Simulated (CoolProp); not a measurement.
The fluid at 274.19 K and 5.02 MPa flows at 1.9 m/s in a round tube of 1 mm bore and 15 µm roughness, fully developed (64/Re and Nu = 3.66 if laminar; Colebrook and Gnielinski if turbulent). The same conditions are run with several fluids, on thermodynamics alone (safety and materials aside).

Model: reference Helmholtz-energy equation of state of each fluid (ammonia: Gao 2020; n-octane: Beckmüller 2019; propane: Lemmon 2009; methanol: de Reuck 1993; R123: Younglove 1994), in CoolProp.

```json
[
 {"fluid": "ammonia", "Reynolds number": "7060", "Darcy friction factor": "0.0495", "pressure drop (Pa/m)": "57200", "heat-transfer coefficient (W/(m² K))": "23600", "mass flow (kg/h)": "3.44"},
 {"fluid": "n-octane", "Reynolds number": "1850", "Darcy friction factor": "0.0346", "pressure drop (Pa/m)": "45100", "heat-transfer coefficient (W/(m² K))": "491", "mass flow (kg/h)": "3.88"},
 {"fluid": "propane", "Reynolds number": "7680", "Darcy friction factor": "0.0491", "pressure drop (Pa/m)": "47400", "heat-transfer coefficient (W/(m² K))": "6460", "mass flow (kg/h)": "2.88"},
 {"fluid": "methanol", "Reynolds number": "1890", "Darcy friction factor": "0.0338", "pressure drop (Pa/m)": "49600", "heat-transfer coefficient (W/(m² K))": "758", "mass flow (kg/h)": "4.37"},
 {"fluid": "R123", "Reynolds number": "4930", "Darcy friction factor": "0.0516", "pressure drop (Pa/m)": "143000", "heat-transfer coefficient (W/(m² K))": "4040", "mass flow (kg/h)": "8.24"}
]
```

Transport values come from each fluid's own correlations.
